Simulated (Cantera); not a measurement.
Mixture: CH4 : O2 : N2 = 1 : 1.54 : 5.78 (molar parts), equivalence ratio 1.3, at 9.87 atm, adiabatic and at constant volume. Ignition delay is the time to a rise of 400 K.

Model: GRI-Mech 3.0 (53 species, 325 reactions), integrated in Cantera.

Q: Predict: delay at 1150 K; delay at 1300 K; delay at 1450 K; delay at 1600 K; delay at 1750 K; apparent activation energy between 1675 and 1825 K.

A: 
| Quantity | Value |
|---|---|
| delay at 1150 K | 9.71 ms |
| delay at 1300 K | 1.56 ms |
| delay at 1450 K | 0.316 ms |
| delay at 1600 K | 76.3 µs |
| delay at 1750 K | 22.2 µs |
| apparent activation energy between 1675 and 1825 K | 190 kJ/mol |
